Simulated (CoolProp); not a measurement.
Vapour-liquid equilibrium of carbon dioxide (1) + ethane (2) at 834 kPa; x and y are mole fractions of (1).

The numbers come from the multi-fluid Helmholtz-energy mixture model, Span 1996 and Bücker 2006; pair parameters Kunz 2012 in CoolProp.

```json
[
 {"x": "0.05", "bubble temperature, mixture model (°C)": "-41.0", "bubble temperature, Raoult's law (°C)": "-38.3", "y, mixture model": "0.128", "y, Raoult's law": "0.064"},
 {"x": "0.15", "bubble temperature, mixture model (°C)": "-45.6", "bubble temperature, Raoult's law (°C)": "-39.2", "y, mixture model": "0.308", "y, Raoult's law": "0.186"},
 {"x": "0.25", "bubble temperature, mixture model (°C)": "-48.4", "bubble temperature, Raoult's law (°C)": "-40.0", "y, mixture model": "0.422", "y, Raoult's law": "0.301"},
 {"x": "0.35", "bubble temperature, mixture model (°C)": "-50.1", "bubble temperature, Raoult's law (°C)": "-40.8", "y, mixture model": "0.498", "y, Raoult's law": "0.410"},
 {"x": "0.45", "bubble temperature, mixture model (°C)": "-51.0", "bubble temperature, Raoult's law (°C)": "-41.5", "y, mixture model": "0.552", "y, Raoult's law": "0.512"},
 {"x": "0.55", "bubble temperature, mixture model (°C)": "-51.4", "bubble temperature, Raoult's law (°C)": "-42.2", "y, mixture model": "0.593", "y, Raoult's law": "0.610"},
 {"x": "0.65", "bubble temperature, mixture model (°C)": "-51.4", "bubble temperature, Raoult's law (°C)": "-42.9", "y, mixture model": "0.630", "y, Raoult's law": "0.703"},
 {"x": "0.75", "bubble temperature, mixture model (°C)": "-51.1", "bubble temperature, Raoult's law (°C)": "-43.5", "y, mixture model": "0.672", "y, Raoult's law": "0.793"},
 {"x": "0.85", "bubble temperature, mixture model (°C)": "-50.2", "bubble temperature, Raoult's law (°C)": "-44.1", "y, mixture model": "0.737", "y, Raoult's law": "0.878"},
 {"x": "0.95", "bubble temperature, mixture model (°C)": "-47.6", "bubble temperature, Raoult's law (°C)": "-44.7", "y, mixture model": "0.871", "y, Raoult's law": "0.960"}
]
```

The largest gap from Raoult's law is -9.5 K in bubble temperature, at x = 0.45. y crosses x between x = 0.55 and 0.65: the model has an azeotrope there.

Pair parameters are fitted to limited data, so mixtures are less certain than the pure fluids.
